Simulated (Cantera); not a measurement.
What does this Cantera script print?

```python
import numpy as np
import cantera as ct

gas = ct.Solution("gri30.yaml")
gas.TPX = 1125, 83000, {'CO': 0.0097, 'O2': 0.079, 'H2O': 0.00021, 'N2': 0.5}
reactor = ct.IdealGasConstPressureReactor(gas, energy="off", clone=False)
net = ct.ReactorNet([reactor])
net.rtol, net.atol = 1e-08, 1e-18
show = ['CO', 'O2', 'H2O', 'H', 'HO2']
times = np.geomspace(9e-06, 200, 9)

steps = ct.SolutionArray(gas, extra=["t"])
rows = []
print(f"{'t/s':>10s}{'T/K':>9s}{'P/Pa':>11s}" + "".join(f"{s:>11s}" for s in show))
for t in times:
    while net.time < t:
        t_next = net.step()
        steps.append(gas.state, t=t_next)
    rows.append([np.interp(t, steps.t, y) for y in (steps.T, steps.P, *steps(*show).X.T)])
    print(f"{t:10.3e}{rows[-1][0]:9.1f}{rows[-1][1]:11.4g}" + "".join(f"{x:11.3e}" for x in rows[-1][2:]))
rate = np.gradient(steps.T, steps.t)
print("integrator steps:", len(steps.t))
if steps.T.max() > steps.T[0] + 200:
    print(f"time of steepest temperature rise: {steps.t[rate.argmax()]:.4e} s")
gas.TPX = 1125, 83000, {'CO': 0.0097, 'O2': 0.079, 'H2O': 0.00021, 'N2': 0.5}
gas.equilibrate("TP")
print(f"equilibrium (TP): T = {gas.T:.1f} K  " + "  ".join(f"{s} {gas[s].X[0]:.3e}" for s in show))
```

Output:

```
       t/s      T/K       P/Pa         CO         O2        H2O          H        HO2
 9.000e-06   1125.0    8.3e+04  1.647e-02  1.341e-01  3.566e-04  6.418e-15  2.133e-14
 7.457e-05   1125.0    8.3e+04  1.647e-02  1.341e-01  3.566e-04  5.628e-13  7.886e-13
 6.179e-04   1125.0    8.3e+04  1.647e-02  1.341e-01  3.566e-04  1.722e-11  1.763e-10
 5.120e-03   1125.0    8.3e+04  1.647e-02  1.341e-01  3.566e-04  4.044e-10  1.710e-08
 4.243e-02   1125.0    8.3e+04  1.089e-02  1.316e-01  3.490e-04  2.181e-06  2.507e-06
 3.515e-01   1125.0    8.3e+04  4.478e-04  1.271e-01  3.580e-04  2.764e-08  5.123e-07
 2.913e+00   1125.0    8.3e+04  4.190e-06  1.270e-01  3.594e-04  5.159e-11  1.965e-08
 2.414e+01   1125.0    8.3e+04  3.018e-09  1.270e-01  3.595e-04  4.779e-13  6.108e-10
 2.000e+02   1125.0    8.3e+04  1.366e-10  1.270e-01  3.595e-04  8.053e-14  2.162e-10
integrator steps: 1702
equilibrium (TP): T = 1125.0 K  CO 1.366e-10  O2 1.269e-01  H2O 3.595e-04  H 8.049e-14  HO2 2.161e-10
```

Model: GRI-Mech 3.0 (53 species, 325 reactions), integrated in Cantera.
